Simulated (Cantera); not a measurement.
An isothermal, constant-pressure homogeneous reactor starts with 58.5 % CH₄, 41.5 % CO₂, at 2075 K and 1.09 atm.

Computed with Cantera and GRI-Mech 3.0 (53 species, 325 reactions).

x: mole fraction; the columns are a selection and need not sum to one.

| t (s) | x CH₄ | x CO₂ | x C₂H | x O | x CH₂ | x CH₂O |
|---|---|---|---|---|---|---|
| 3.00e-6 | 0.574 | 0.413 | 4.45e-10 | 9.64e-10 | 4.64e-6 | 1.20e-5 |
| 1.19e-5 | 0.514 | 0.402 | 2.56e-7 | ___ | 2.85e-5 | 0.000237 |
| 4.75e-5 | 0.258 | 0.318 | 6.26e-6 | ___ | 2.86e-5 | 0.000178 |
| 0.000189 | 0.0863 | 0.191 | 1.20e-5 | ___ | 1.69e-5 | 4.83e-5 |
| 0.000754 | 0.0199 | 0.0509 | 1.60e-5 | ___ | 1.23e-5 | 1.35e-5 |
| 0.00300 | 0.0117 | 0.0205 | 1.15e-5 | ___ | 7.10e-6 | 4.34e-6 |
| 0.0119 | 0.00679 | 0.00800 | 6.21e-6 | ___ | 2.90e-6 | 7.85e-7 |
| 0.0475 | 0.00254 | 0.00114 | 3.82e-6 | ___ | 8.70e-7 | 1.29e-7 |
| 0.189 | 0.000899 | 4.42e-6 | 3.48e-6 | 1.85e-11 | 2.87e-7 | 9.99e-8 |
| 0.754 | 0.000884 | 4.29e-7 | 3.48e-6 | 2.68e-12 | 2.82e-7 | 9.98e-8 |
| 3.00 | 0.000884 | 4.29e-7 | 3.48e-6 | 2.68e-12 | 2.82e-7 | 9.98e-8 |

**Question.** Some entries are withheld; supply them.

**Answer.** 
- 1.19e-5, x O: 6.96e-9
- 4.75e-5, x O: 2.17e-8
- 0.000189, x O: 3.35e-8
- 0.000754, x O: 7.34e-8
- 0.00300, x O: 6.17e-8
- 0.0119, x O: 2.78e-8
- 0.0475, x O: 4.45e-9
